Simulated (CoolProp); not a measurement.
Vapour-liquid equilibrium of R114 (1) + benzene (2) at 324.9 K; x and y are mole fractions of (1).

Computed with CoolProp (multi-fluid Helmholtz-energy mixture model, Platzer 1990 and Thol 2012; pair parameters Bell 2016). This equation is an older, rougher fit; its heat capacities, sound speeds and derivatives of the liquid may be far off and weren't checked against measurements.

| x | bubble pressure, mixture model (kPa) | bubble pressure, Raoult's law (kPa) | y, mixture model | y, Raoult's law |
|---|---|---|---|---|
| 0.05 | 97.41 | 60.16 | 0.613 | 0.389 |
| 0.125 | 163.9 | 92.38 | 0.779 | 0.634 |
| 0.2 | 211.8 | 124.6 | 0.836 | 0.752 |
| 0.275 | 247.4 | 156.8 | 0.865 | 0.821 |
| 0.35 | 275.1 | 189.0 | 0.884 | 0.867 |
| 0.425 | 297.9 | 221.3 | 0.898 | 0.899 |
| 0.5 | 318.1 | 253.5 | 0.909 | 0.924 |
| 0.575 | 337.3 | 285.7 | 0.920 | 0.942 |
| 0.65 | 356.6 | 317.9 | 0.931 | 0.957 |
| 0.725 | 376.8 | 350.1 | 0.943 | 0.970 |
| 0.8 | 398.6 | 382.4 | 0.955 | 0.980 |
| 0.875 | 422.5 | 414.6 | 0.970 | 0.988 |
| 0.95 | 449.0 | 446.8 | 0.987 | 0.996 |

The largest gap from Raoult's law is +77.4 % in bubble pressure, at x = 0.125. No azeotrope shows between x = 0.05 and 0.95.

The pair parameters rest on a limited set of measurements; away from them the model extrapolates. With so large a gap from Raoult's law the liquid may split in two, which this calculation doesn't test in full.
